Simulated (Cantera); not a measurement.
Input: 1 mol Al2O3, 69 mol H2, held at 2223.15 K and 940000 Pa.

Cantera equilibrium calculation (NASA polynomials, part measured and part estimated; ideal gas, pure solids and liquids). Candidate condensed phases: Al, Al2O3, H2O; 19 gas species. The tables' values for AlOH are old estimates; treat these amounts as uncertain. Equilibrium is a limit: real reactors are often held back by kinetics, nucleation or transport.

### Question
What is the equilibrium state?

### Answer
```
Item                                  Value
--------------------------------  ---------
x(H2)                                 0.997
x(H)                                0.00209
x(H2O)                             0.000319
x(Al)                               7.31e-5
x(Al2O)                             6.92e-5
x(AlH)                              4.03e-5
x(AlOH)                             2.17e-5
n(Al2O3(s))                       0.991 mol
gas amount                        69.08 mol
log10 activity of Al(l) (absent)      -1.73
```
